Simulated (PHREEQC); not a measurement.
## Alkaline etch or developer: speciation

A solution holds 0.2 mol NaOH, 5.7e-05 mol CO2 and 0.00038 mol K2CO3 per kg of water, at 20 °C. Closed to the air; pH follows from the charge balance.

All values are PHREEQC results (ion-association model, wateq4f.dat), not measurements.

No solid was allowed to form.

What pH does the model give?

pH 13.32.

In which forms is C present?

CO3-2 53 %, NaCO3- 47 % of the C.
